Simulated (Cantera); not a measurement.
Feed: 1 mol SiHCl3, a varied amount of H2, at 2002 °C and 57.0 Torr.

Cantera equilibrium calculation (NASA polynomials, part measured and part estimated; ideal gas, pure solids and liquids). Candidate condensed phases: Si; 19 gas species. Gases not in the tables: Si2H6 and higher silanes. Kinetics and transport are ignored.

Question: What share of the Si ends up in condensed phases as a function of n(H2) (mol), at 16, 27, 46, 80, 140, 240, 400, 700?

Answer: 
| n(H2) (mol) | Si condensed (%) | as |
|---|---|---|
| 16 | 27.1 | Si(l) |
| 27 | 25.7 | Si(l) |
| 46 | 12.9 | Si(l) |
| 80 | 0.0 | - |
| 140 | 0.0 | - |
| 240 | 0.0 | - |
| 400 | 0.0 | - |
| 700 | 0.0 | - |
